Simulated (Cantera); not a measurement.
Input: 1 mol HMDSO, 0.14 mol NO, 0.11 mol N2O, at 1823 K and 40.0 Pa.

Equilibrium computed with Cantera from the NASA thermochemical tables; the gas is ideal and each condensed phase is pure. Candidate condensed phases: C, C6H6, C7H8, C8H18, H2O, Si, SiC, SiO2, Si2N2O, Si3N4; 151 gas species. The feed counts by its element totals alone. Kinetics and transport are ignored.

**Question.** What is the equilibrium state?

**Answer.** 
```json
{
  "x(H2)": "0.843",
  "x(CO)": "0.118",
  "x(H)": "0.0199",
  "x(N2)": "0.0167",
  "x(HCN)": "0.000813",
  "x(SiO)": "0.000699",
  "x(Si)": "0.000295",
  "x(C2H2 (acetylene))": "0.000178",
  "x(HNC)": "3.25e-5",
  "n(C(graphite))": "2.76 mol",
  "n(SiC(s))": "1.99 mol",
  "gas_amount": "10.54 mol",
  "log10 activity of Si(l) (absent)": "-1.57"
}
```
